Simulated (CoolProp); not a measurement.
Vapour-liquid equilibrium of m-xylene (1) + n-nonane (2) at 174.85 °C; x and y are mole fractions of (1).

The numbers come from the multi-fluid Helmholtz-energy mixture model, Zhou 2012 and Lemmon 2006; pair parameters Bell 2016 in CoolProp.

```
x     bubble pressure (bar)  y at the bubble point  dew pressure at overall composition x (bar)  liquid density (mol/L)
----  ---------------------  ---------------------  -------------------------------------------  ----------------------
0.05                  1.902                  0.077                                          ___                   4.645
0.2                   2.062                  0.272                                        2.003                   4.886
0.35                  2.190                    ___                                        2.127                   5.156
0.5                     ___                  0.564                                        2.244                   5.457
0.65                  2.360                  0.689                                        2.340                   5.795
0.8                   2.407                  0.815                                        2.403                   6.176
0.95                  2.425                  0.950                                        2.425                   6.608
```

What belongs in the gaps?


- 0.05, dew pressure at overall composition x (bar): 1.880
- 0.35, y at the bubble point: 0.429
- 0.5, bubble pressure (bar): 2.288

No azeotrope shows between x = 0.05 and 0.95.

The pair parameters rest on a limited set of measurements; away from them the model extrapolates.
